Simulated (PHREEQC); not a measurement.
**Reverse-osmosis permeate: speciation**

A made-up water analysis in mmol/kgw, 25 °C, pH 6.99, pe 11.5: Na 0.37; K 0.000325; Ca 0.0557; Mg 0.066; Cl 0.256; S(6) 0.113; Alkalinity (meq/kgw) 0.117; B 0.000419; Cu(2) 0.00472; Cd 0.000283.

Valence states are taken as typed.

Model: ion-association model, wateq4f.dat, run in PHREEQC.

Each row changes one thing in this solution. No solid was allowed to form.

| case | CO2 (mol/kgw) | Cu(OH)2 (mol/kgw) | Cu+2 (mol/kgw) | MgSO4 (mol/kgw) | CaSO4 (mol/kgw) | CuCO3 (mol/kgw) | SI of Malachite (Cu2(OH)2CO3) | SI of Tenorite (CuO) |
|---|---|---|---|---|---|---|---|---|
| as made | 2.46e-5 | 2.63e-6 | 1.50e-6 | 1.29e-6 | 9.31e-7 | 3.47e-7 | +0.09 | +0.48 |
| Ca from 0.0557 to 0.111 mmol/kgw | 2.46e-5 | 2.62e-6 | 1.50e-6 | 1.26e-6 | 1.81e-6 | 3.45e-7 | +0.09 | +0.48 |
| temperature from 25 to 50 °C at the same typed pH | 2.10e-5 | 2.47e-6 | ___ | ___ | 1.13e-6 | 4.63e-7 | +1.15 | +1.32 |
| pH from 6.99 to 7.99 at the same alkalinity | 2.34e-6 | 4.61e-6 | 2.63e-8 | 1.29e-6 | 9.32e-7 | ___ | ___ | +0.72 |

### Question
Some entries are withheld; supply them.

### Answer

- temperature from 25 to 50 °C at the same typed pH, Cu+2 (mol/kgw): 1.42e-6
- temperature from 25 to 50 °C at the same typed pH, MgSO4 (mol/kgw): 2.26e-6
- pH from 6.99 to 7.99 at the same alkalinity, CuCO3 (mol/kgw): 5.80e-8
- pH from 6.99 to 7.99 at the same alkalinity, SI of Malachite (Cu2(OH)2CO3): -0.44

Species that the database lacks are ignored. Some of these states are supersaturated (in Malachite, Tenorite (slow to form), Cu(OH)2, for instance). Away from 25 °C the constants follow the database's enthalpies or fits; those with neither stay at their 25 °C values. The database's constant for dissolved Cu(OH)2 is higher than later reviews accept.
